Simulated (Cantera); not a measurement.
Input: 1 mol B, 0.1 mol NH3, 0.14 mol H2, 16 mol N2, held at 1977 °C.

Method: chemical equilibrium by Gibbs-energy minimisation in Cantera with the NASA 1993 tables (ideal gas, pure condensed phases). Candidate condensed phases: B, BN; 15 gas species. The numbers say what is thermodynamically allowed, not how fast it happens.

Which condensed phases are stable at each of these points (P (Pa)): 10, 37, 140, 520, 1900, 7200, 27000, 100000?


```tsv
P (Pa)	condensed phases	B condensed (%)
10	B(s)	5.6
37	B(s)	75.4
140	B(s)	93.5
520	BN(s)	98.6
1900	BN(s)	99.8
7200	BN(s)	100.0
27000	BN(s)	100.0
100000	BN(s)	100.0
```

From 0.000100 bar to 0.00140 bar the condensed part is B(s). From 0.00520 bar to 1.00 bar the condensed part is BN(s).
